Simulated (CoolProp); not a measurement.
Vapour-liquid equilibrium of benzene (1) + cyclohexane (2) at 1.35 bar; x and y are mole fractions of (1).

Values from CoolProp's multi-fluid Helmholtz-energy mixture model, Thol 2012 and Zhou 2014; pair parameters Bell 2016.

| x | bubble temperature (°C) | y at the bubble point | dew temperature at overall composition x (°C) | liquid density (mol/L) |
|---|---|---|---|---|
| 0.05 | 89.9 | 0.067 | 90.1 | 8.508 |
| 0.15 | 88.7 | 0.186 | 89.1 | 8.670 |
| 0.25 | 87.9 | 0.290 | 88.2 | 8.835 |
| 0.35 | 87.3 | 0.383 | 87.5 | 9.005 |
| 0.45 | 87.0 | 0.469 | 87.0 | 9.182 |
| 0.55 | 86.9 | 0.551 | 86.9 | 9.365 |
| 0.65 | 87.0 | 0.634 | 87.0 | 9.555 |
| 0.75 | 87.3 | 0.721 | 87.5 | 9.752 |
| 0.85 | 87.9 | 0.818 | 88.2 | 9.956 |
| 0.95 | 89.0 | 0.932 | 89.1 | 10.17 |

y crosses x between x = 0.55 and 0.65: the model has an azeotrope there.

Pair parameters are fitted to limited data, so mixtures are less certain than the pure fluids.
